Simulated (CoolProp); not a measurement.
Vapour-liquid equilibrium of ethylene (1) + propylene (2) at 219.8 K; x and y are mole fractions of (1).

The numbers come from the multi-fluid Helmholtz-energy mixture model, Smukala 2000 and Lemmon 2013; pair parameters Bell 2016 in CoolProp.

Task: Give the bubble pressure and the first vapour's composition at x = 0.275, 0.5, 0.8. Is there an azeotrope?

Result: x = 0.275: 3.165 bar, y = 0.806; x = 0.5: 5.086 bar, y = 0.908; x = 0.8: 7.637 bar, y = 0.971. No azeotrope shows between x = 0.05 and 0.95.

Pair parameters are fitted to limited data, so mixtures are less certain than the pure fluids.
